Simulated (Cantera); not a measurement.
Input (Python, Cantera) and output of one run.

```python
import numpy as np
import cantera as ct

gas_names = """
    CL CL2 N N2 Si SiCL SiCL2 SiCL3 SiCL4 SiN Si2 Si2N Si3
""".split()
cond_names = """
    Si(cr) Si(L) Si3N4(a)
""".split()


# ... load() reads the species with a 1 bar reference pressure and builds the phases ...
atoms = {
    'SiCl4': {'Si': 1, 'CL': 4},
    'N2': {'N': 2},
}
top_T = {'Si3N4(a)': 2400}  # K; cautious upper limits of use, not melting points


# ... equilibrate(T, P, feed) seeds the gas with the atoms and calls Mixture.equilibrate('TP', solver="vcs", rtol=1e-11, max_steps=5000) ...
results = []
feed = {'SiCl4': 1, 'N2': 9}  # mol
P = 15000  # Pa
for T in [1148, 1223, 1298, 1373, 1448, 1523, 1598, 1673]:
    mix = equilibrate(T, P, feed)
    results.append((T, P, feed, dict(zip(mix.species_names, mix.species_moles))))
    x = sorted(zip(gas.X, gas.species_names), reverse=True)
    print(f"T = {T:g} K  P = {P:g} Pa  gas = {mix.phase_moles(0):.4g} mol")
    print("   x: " + "  ".join(f"{s} {v:.3e}" for v, s in x if v > 1e-06))
    print("   condensed (mol): " + ("  ".join(f"{mix.phase(i).name} {mix.phase_moles(i):.4g}"
          for i in range(1, mix.n_phases) if mix.phase_moles(i) > 1e-12) or "none"))
```

Result:

```
T = 1148 K  P = 15000 Pa  gas = 10 mol
   x: N2 9.000e-01  SiCL4 9.999e-02  SiCL3 1.005e-05  CL 7.638e-06  CL2 1.218e-06
   condensed (mol): none
T = 1223 K  P = 15000 Pa  gas = 10 mol
   x: N2 9.000e-01  SiCL4 9.996e-02  SiCL3 3.430e-05  CL 2.794e-05  CL2 3.273e-06
   condensed (mol): none
T = 1298 K  P = 15000 Pa  gas = 10 mol
   x: N2 8.999e-01  SiCL4 9.989e-02  SiCL3 1.019e-04  CL 8.760e-05  CL2 7.753e-06
   condensed (mol): none
T = 1373 K  P = 15000 Pa  gas = 10 mol
   x: N2 8.998e-01  SiCL4 9.970e-02  SiCL3 2.685e-04  CL 2.420e-04  CL2 1.662e-05  SiCL2 3.345e-06
   condensed (mol): none
T = 1448 K  P = 15000 Pa  gas = 10.01 mol
   x: N2 8.994e-01  SiCL4 9.928e-02  SiCL3 6.376e-04  CL 6.019e-04  CL2 3.287e-05  SiCL2 1.505e-05
   condensed (mol): none
T = 1523 K  P = 15000 Pa  gas = 10.01 mol
   x: N2 8.987e-01  SiCL4 9.842e-02  SiCL3 1.379e-03  CL 1.372e-03  CL2 6.101e-05  SiCL2 5.770e-05
   condensed (mol): none
T = 1598 K  P = 15000 Pa  gas = 10.03 mol
   x: N2 8.973e-01  SiCL4 9.677e-02  CL 2.906e-03  SiCL3 2.737e-03  SiCL2 1.916e-04  CL2 1.074e-04
   condensed (mol): none
T = 1673 K  P = 15000 Pa  gas = 10.06 mol
   x: N2 8.946e-01  SiCL4 9.383e-02  CL 5.769e-03  SiCL3 5.013e-03  SiCL2 5.586e-04  CL2 1.806e-04
   condensed (mol): none
```

These are equilibrium values from Cantera (NASA tables, ideal gas, pure condensed phases), not measurements of a reactor. The tables' values for SiCl3 are old estimates; treat these amounts as uncertain.
